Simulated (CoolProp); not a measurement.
Vapour-liquid equilibrium of R134a (1) + R141b (2) at 282.2 K; x and y are mole fractions of (1).

Values from CoolProp's multi-fluid Helmholtz-energy mixture model, Tillner-Roth 1994 and Lemmon 2006; pair parameters Bell 2016.

```
x     bubble pressure (kPa)  y at the bubble point  dew pressure at overall composition x (kPa)  liquid density (mol/L)
----  ---------------------  ---------------------  -------------------------------------------  ----------------------
0.05                  70.74                  0.430                                        43.89                   10.88
0.2                   148.8                      ?                                        51.63                       ?
0.35                  211.8                  0.854                                            ?                   11.33
0.5                   261.7                  0.899                                        79.59                   11.55
0.65                  303.2                  0.929                                        108.9                       ?
0.8                   342.5                      ?                                        170.6                   12.02
0.95                  385.5                  0.987                                        333.4                       ?
```

Question: Some entries are withheld; supply them.

Answer: 
- 0.2, y at the bubble point: 0.761
- 0.2, liquid density (mol/L): 11.11
- 0.35, dew pressure at overall composition x (kPa): 62.65
- 0.65, liquid density (mol/L): 11.78
- 0.8, y at the bubble point: 0.956
- 0.95, liquid density (mol/L): 12.29

No azeotrope shows between x = 0.05 and 0.95.

Pair parameters are fitted to limited data, so mixtures are less certain than the pure fluids.
